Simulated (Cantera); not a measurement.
## Si2Cl6 + N2 + H2 (silicon nitride deposition)

Feed: 1 mol Si2Cl6, 32 mol N2, 0.76 mol H2.

Equilibrium computed with Cantera from the NASA thermochemical tables; the gas is ideal and each condensed phase is pure. Candidate condensed phases: NH4Cl, Si, Si3N4; 28 gas species. The feed counts by its element totals alone. N2 is the only nitrogen source here; it is nearly inert below about 1500 K, so the nitride shown seldom forms there in practice. The tables' values for SiCl3 are old estimates. The numbers say what is thermodynamically allowed, not how fast it happens.

Stable condensed phases:

```
T in K \ P in Pa
              5     17     59    210    710   2400   8400  29000 100000
   1898       A      A      A      A      A      A      A      A      A
   1798       A      A      A      A      A      A      A      A      A
   1698       A      A      A      A      A      A      A      B      B
   1598       A      A      A      A      A      A      B      B      B
   1498       A      A      A      A      A      B      B      B      B
   1398       A      A      A      B      B      B      B      B      B
   1298       A      A      B      B      B      B      B      B      B
   1198       B      B      B      B      B      B      B      B      B
   1098       B      B      B      B      B      B      B      B      B
    998       B      B      B      B      B      B      B      B      B
    898       B      B      B      B      B      B      B      B      B
```

A: gas only; B: Si3N4.
